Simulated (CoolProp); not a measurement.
Properties of nitrous oxide along the isotherm -55.35 °C.

Values from CoolProp's reference Helmholtz-energy equation of state, Lemmon 2006. It is a short technical equation, of lower accuracy than the large ones.

| p (MPa) | phase | cp (kJ/(kg K)) | cv (kJ/(kg K)) | speed of sound (m/s) | expansivity (1/kK) |
|---|---|---|---|---|---|
| 0.988 | liquid | 1.778 | 0.9251 | 926.2 | 2.961 |
| 1.98 | liquid | 1.772 | 0.9255 | 932.6 | 2.924 |
| 2.96 | liquid | 1.766 | 0.9260 | 938.8 | 2.888 |
| 3.95 | liquid | 1.760 | 0.9264 | 945.0 | 2.853 |
| 4.94 | liquid | 1.754 | 0.9268 | 951.1 | 2.819 |
| 5.93 | liquid | 1.749 | 0.9273 | 957.1 | 2.787 |
| 6.92 | liquid | 1.744 | 0.9277 | 963.0 | 2.756 |
| 7.9 | liquid | 1.739 | 0.9282 | 968.7 | 2.726 |
| 8.89 | liquid | 1.734 | 0.9287 | 974.5 | 2.696 |
| 9.88 | liquid | 1.729 | 0.9291 | 980.1 | 2.668 |
| 10.9 | liquid | 1.725 | 0.9296 | 985.9 | 2.640 |
